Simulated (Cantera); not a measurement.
A Cantera script and what it prints.

```python
import numpy as np
import cantera as ct

gas_names = [...]  # 76 gases of nasa_gas.yaml made of C, H
cond_names = """
    C(gr) C6H6(L) C7H8(L) C8H18(L),n-octa
""".split()


# ... load() reads the species with a 1 bar reference pressure and builds the phases ...
atoms = {
    'C6H6': {'C': 6, 'H': 6},
    'H2': {'H': 2},
}
top_T = {'C(gr)': 4500}  # K; cautious upper limits of use, not melting points


# ... equilibrate(T, P, feed) seeds the gas with the atoms and calls Mixture.equilibrate('TP', solver="vcs", rtol=1e-11, max_steps=5000) ...
results = []
feed = {'C6H6': 1, 'H2': 22}  # mol
P = 74000  # Pa
for T in [575, 650, 725, 800, 875, 950, 1025, 1100]:
    mix = equilibrate(T, P, feed)
    results.append((T, P, feed, dict(zip(mix.species_names, mix.species_moles))))
    x = sorted(zip(gas.X, gas.species_names), reverse=True)
    print(f"T = {T:g} K  P = {P:g} Pa  gas = {mix.phase_moles(0):.4g} mol")
    print("   x: " + "  ".join(f"{s} {v:.3e}" for v, s in x if v > 0.0001))
    print("   condensed (mol): " + ("  ".join(f"{mix.phase(i).name} {mix.phase_moles(i):.4g}"
          for i in range(1, mix.n_phases) if mix.phase_moles(i) > 1e-12) or "none"))
```

Output:

```
T = 575 K  P = 74000 Pa  gas = 19 mol
   x: H2 6.842e-01  CH4 3.158e-01
   condensed (mol): none
T = 650 K  P = 74000 Pa  gas = 19 mol
   x: H2 6.842e-01  CH4 3.158e-01
   condensed (mol): none
T = 725 K  P = 74000 Pa  gas = 19 mol
   x: H2 6.842e-01  CH4 3.158e-01
   condensed (mol): none
T = 800 K  P = 74000 Pa  gas = 19 mol
   x: H2 6.842e-01  CH4 3.158e-01
   condensed (mol): none
T = 875 K  P = 74000 Pa  gas = 20.76 mol
   x: H2 7.955e-01  CH4 2.045e-01
   condensed (mol): C(gr) 1.756
T = 950 K  P = 74000 Pa  gas = 22.72 mol
   x: H2 8.996e-01  CH4 1.004e-01
   condensed (mol): C(gr) 3.719
T = 1025 K  P = 74000 Pa  gas = 23.83 mol
   x: H2 9.508e-01  CH4 4.917e-02
   condensed (mol): C(gr) 4.828
T = 1100 K  P = 74000 Pa  gas = 24.38 mol
   x: H2 9.748e-01  CH4 2.524e-02
   condensed (mol): C(gr) 5.385
```

Equilibrium computed with Cantera from the NASA thermochemical tables; the gas is ideal and each condensed phase is pure.
